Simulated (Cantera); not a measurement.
Feed: 1 mol CH3SiH3, 0.19 mol C3H8, 1.7 mol H2, equilibrated at 2400 Pa.

Method: chemical equilibrium by Gibbs-energy minimisation in Cantera with the NASA 1993 tables (ideal gas, pure condensed phases). Candidate condensed phases: C, C6H6, C7H8, C8H18, Si, SiC; 87 gas species. The feed counts by its element totals alone. Equilibrium is a limit: real reactors are often held back by kinetics, nucleation or transport.

Question: At 2000 K, list the 5 most abundant gas species with their mole fractions, and the condensed phases.

Answer: H2 0.989, H 0.0104, C2H2 (acetylene) 0.000759, Si 9.95e-5, SiH 1.04e-5. Condensed: C(graphite) + SiC(s).
